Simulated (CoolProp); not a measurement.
Properties of R152A along the isobar 8.14 MPa.

The numbers come from the reference Helmholtz-energy equation of state, Outcalt 1996 in CoolProp. It is a modified Benedict-Webb-Rubin equation, recast in Helmholtz form.

| T (K) | phase | Z | expansivity (1/kK) | viscosity (µPa s) |
|---|---|---|---|---|
| 259.8 | liquid | 0.2477 | 1.977 | 281 |
| 273.3 | liquid | [?] | 2.102 | [?] |
| 286.7 | liquid | 0.2376 | 2.254 | 206 |
| 300.2 | liquid | 0.2342 | 2.443 | 178 |
| 313.7 | liquid | 0.2320 | 2.683 | 154 |
| 327.1 | liquid | 0.2311 | 2.992 | 134 |
| 340.6 | liquid | 0.2317 | 3.410 | 116 |
| 354.1 | liquid | 0.2342 | 3.998 | 101 |
| 367.5 | liquid | 0.2394 | 4.869 | [?] |
| 381 | liquid | 0.2488 | 6.308 | 74.1 |
| 394.5 | supercritical | 0.2659 | 9.028 | 62.3 |
| 407.9 | supercritical | 0.3003 | 14.78 | 50.6 |
| 421.4 | supercritical | [?] | 20.99 | 37.4 |
| 434.9 | supercritical | 0.4716 | 17.28 | 28.7 |
| 448.3 | supercritical | 0.5561 | 12.17 | 24.9 |
| 461.8 | supercritical | 0.6218 | [?] | 23.2 |

Fill in the missing entries.


- 273.3, Z: 0.2421
- 273.3, viscosity (µPa s): 240
- 367.5, viscosity (µPa s): 86.7
- 421.4, Z: 0.3730
- 461.8, expansivity (1/kK): 9.049

Viscosity comes from a separate model (Bell 2016), an estimate that may be off by 10 % or more.
